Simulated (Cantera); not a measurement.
A perfectly stirred reactor is fed with CO : O2 : H2O : N2 = 0.0036 : 0.02 : 0.0074 : 1 (molar parts), equivalence ratio 0.090, at 460000 Pa; it is held at 1323 K, and followed from long to short residence time.

Computed with Cantera and GRI-Mech 3.0 (53 species, 325 reactions).

x: mole fraction; the columns are a selection and need not sum to one.

```json
[
 {"τ (s)": "1.1", "x CO": "3.17e-5", "x O2": "0.0177", "x H2O": "0.00719", "x N2O": "7.54e-7", "x HO2": "1.87e-7", "x CO2": "0.00347"},
 {"τ (s)": "0.41", "x CO": "6.42e-5", "x O2": "0.0177", "x H2O": "0.00718", "x N2O": "1.16e-6", "x HO2": "3.64e-7", "x CO2": "0.00343"},
 {"τ (s)": "0.16", "x CO": "0.000125", "x O2": "0.0177", "x H2O": "0.00718", "x N2O": "1.53e-6", "x HO2": "6.70e-7", "x CO2": "0.00337"},
 {"τ (s)": "0.059", "x CO": "0.000252", "x O2": "0.0178", "x H2O": "0.00718", "x N2O": "1.68e-6", "x HO2": "1.23e-6", "x CO2": "0.00325"},
 {"τ (s)": "0.022", "x CO": "0.000488", "x O2": "0.0179", "x H2O": "0.00717", "x N2O": "1.53e-6", "x HO2": "2.11e-6", "x CO2": "0.00301"},
 {"τ (s)": "0.0085", "x CO": "0.000880", "x O2": "0.0181", "x H2O": "0.00717", "x N2O": "1.22e-6", "x HO2": "3.25e-6", "x CO2": "0.00262"},
 {"τ (s)": "0.0032", "x CO": "?", "x O2": "0.0184", "x H2O": "0.00716", "x N2O": "?", "x HO2": "?", "x CO2": "?"},
 {"τ (s)": "0.0012", "x CO": "?", "x O2": "0.0188", "x H2O": "0.00715", "x N2O": "?", "x HO2": "?", "x CO2": "?"},
 {"τ (s)": "0.00046", "x CO": "0.00288", "x O2": "0.0191", "x H2O": "0.00714", "x N2O": "2.17e-7", "x HO2": "6.25e-6", "x CO2": "0.000609"}
]
```

Task: What belongs in the gaps?

Result: 
- 0.0032, x CO: 0.00148
- 0.0032, x N2O: 8.42e-7
- 0.0032, x HO2: 4.58e-6
- 0.0032, x CO2: 0.00201
- 0.0012, x CO: 0.00222
- 0.0012, x N2O: 4.85e-7
- 0.0012, x HO2: 5.74e-6
- 0.0012, x CO2: 0.00127
